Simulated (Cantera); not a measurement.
A closed system holds: 1 mol CF₄, 3.8 mol H₂, equilibrated at 3123 K and 0.0580 bar.

Method: chemical equilibrium by Gibbs-energy minimisation in Cantera with the NASA 1993 tables (ideal gas, pure condensed phases). Candidate condensed phases: C, C₆H₆, C₇H₈, C₈H₁₈; 95 gas species. Equilibrium is a limit: real reactors are often held back by kinetics, nucleation or transport.

Base state: HF 0.549, H 0.298, H₂ 0.0999, C₃ 0.0189, F 0.0126, C₂H₂ (acetylene) 0.00876, C₂H 0.00531, C 0.00269 (mole fractions); condensed: C(graphite).

What changes in the equilibrium state with this change: H₂ from 3.8 to 0.089 mol?


```json
[
 {"species": "F", "before": "0.0126", "after": "0.723"},
 {"species": "CF", "before": "0.00185", "after": "0.105"},
 {"species": "CF₂", "before": "3.08e-5", "after": "0.101"},
 {"species": "HF", "before": "0.549", "after": "0.0475"},
 {"species": "H", "before": "0.298", "after": "0.000448"},
 {"species": "H₂", "before": "0.0999", "after": "2.26e-7"},
 {"species": "C₃", "before": "0.0189", "after": "0.0180"},
 {"species": "C₂H₂ (acetylene)", "before": "0.00876", "after": "1.92e-8"},
 {"species": "C₄H₂", "before": "0.000320", "after": "<1e-9"},
 {"species": "CF₃", "before": "1.89e-9", "after": "0.000355"},
 {"species": "C(graphite), mol", "before": "0.305", "after": "0"}
]
```
